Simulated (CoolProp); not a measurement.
Vapour pressure (bar) of R115: the reference equation beside estimates from Tc = 353.1 K, pc = 31.29 bar, ω = 0.248. Clausius-Clapeyron is anchored at 278.4 K with a constant enthalpy of vaporisation of 16.32 kJ/mol.

The numbers come from the reference Helmholtz-energy equation of state, Lemmon 2016 in CoolProp.

| T (K) | reference | Lee-Kesler | Clausius-Clapeyron | van der Waals | Redlich-Kwong | Soave-Redlich-Kwong | Peng-Robinson |
|---|---|---|---|---|---|---|---|
| 278.4 | 5.185 | 5.221 | 5.185 | 11.21 | 6.933 | 5.241 | 5.177 |
| 280.8 | 5.571 | 5.611 | 5.507 | 11.67 | 7.375 | 5.636 | 5.566 |
| 283.2 | 5.979 | 6.023 | 5.843 | 12.14 | 7.836 | 6.053 | 5.976 |
| 285.6 | 6.408 | 6.456 | 6.193 | 12.62 | 8.316 | 6.493 | 6.409 |
| 288 | 6.860 | 6.911 | 6.559 | 13.11 | 8.817 | 6.956 | 6.865 |
| 290.4 | 7.335 | 7.390 | 6.939 | 13.62 | 9.338 | 7.442 | 7.345 |
| 292.8 | 7.834 | 7.892 | 7.334 | 14.13 | 9.879 | 7.954 | 7.850 |
| 295.2 | 8.357 | 8.420 | 7.745 | 14.66 | 10.44 | 8.491 | 8.380 |
| 297.6 | 8.906 | 8.972 | 8.172 | 15.20 | 11.02 | 9.055 | 8.936 |
| 300 | 9.482 | 9.551 | 8.614 | 15.75 | 11.63 | 9.646 | 9.520 |
| 302.4 | 10.08 | 10.16 | 9.074 | 16.32 | 12.26 | 10.26 | 10.13 |
| 304.8 | 10.71 | 10.79 | 9.550 | 16.90 | 12.91 | 10.91 | 10.77 |
| 307.2 | 11.37 | 11.45 | 10.04 | 17.49 | 13.58 | 11.59 | 11.44 |
| 309.6 | 12.06 | 12.15 | 10.55 | 18.09 | 14.28 | 12.29 | 12.14 |

Absolute difference from the reference over all 14 rows, mean and median: Lee-Kesler 0.7 and 0.7 %, Clausius-Clapeyron 6.6 and 6.9 %, van der Waals 79.9 and 77.9 %, Redlich-Kwong 25.7 and 25.5 %, Soave-Redlich-Kwong 1.6 and 1.6 %, Peng-Robinson 0.3 and 0.2 %.
